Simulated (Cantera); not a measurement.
A Cantera script and its output.

```python
import numpy as np
import cantera as ct

gas = ct.Solution("h2o2.yaml")


def delay(T, t_max=10):
    gas.TPX = T, 45000, {'H2': 1, 'O2': 0.562, 'N2': 2.11}
    reactor = ct.IdealGasReactor(gas, clone=False)
    net = ct.ReactorNet([reactor])
    net.rtol, net.atol = 1e-8, 1e-16
    while net.time < t_max:
        t_old, T_old = net.time, reactor.T
        net.step()
        if reactor.T > T + 400:  # ignition: a rise of 400 K
            return t_old + (T + 400 - T_old) / (reactor.T - T_old) * (net.time - t_old)
    return np.nan


taus = []
for T in [1300, 1375, 1450, 1525, 1600, 1675]:
    taus.append(delay(T))
    print(f"T0 = {T:6g} K   tau = {taus[-1]:.4e} s")
```

It prints:

```
T0 =   1300 K   tau = 6.7423e-05 s
T0 =   1375 K   tau = 5.4715e-05 s
T0 =   1450 K   tau = 4.7480e-05 s
T0 =   1525 K   tau = 4.3783e-05 s
T0 =   1600 K   tau = 4.2551e-05 s
T0 =   1675 K   tau = 4.3160e-05 s
```

Cantera simulation using the H2/O2 subset of GRI-Mech 3.0, which has no nitrogen chemistry; the numbers are that mechanism's predictions, not measurements. Where the delays flatten at high temperature, the 400 K rule measures the pace of heat release, not the induction time.
